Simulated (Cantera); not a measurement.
A closed system holds: 1 mol TiN, 18 mol HCl, 3.7 mol H2, at 1.50 Pa.

Method: chemical equilibrium by Gibbs-energy minimisation in Cantera with the NASA 1993 tables (ideal gas, pure condensed phases). Candidate condensed phases: NH4Cl, Ti, TiCl2, TiCl3, TiCl4, TiN; 17 gas species. The tables' values for TiCl2 are old estimates; treat these amounts as uncertain. Equilibrium is a limit: real reactors are often held back by kinetics, nucleation or transport.

Question: At 1200 °C, list the 5 most abundant gas species with their mole fractions, and the condensed phases.

Answer: HCl 0.687, H2 0.238, TiCl3 0.0415, N2 0.0229, Cl 0.00373. Condensed: gas only.
